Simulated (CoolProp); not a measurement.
The numbers come from the reference Helmholtz-energy equation of state, Lemmon 2006 in CoolProp. It is a short technical equation, of lower accuracy than the large ones.

Question: For acetone, give the phase and the Z, speed of sound (m/s), Joule-Thomson coefficient (K/MPa), isothermal compressibility (1/MPa) at 473.9 K and 17.4 MPa; 490.5 K and 17.4 MPa.

Answer: 
- 473.9 K and 17.4 MPa: liquid; Z 0.427, speed of sound 641, Joule-Thomson coefficient 0.0464, isothermal compressibility 0.00559
- 490.5 K and 17.4 MPa: liquid; Z 0.429, speed of sound 591, Joule-Thomson coefficient 0.135, isothermal compressibility 0.00687
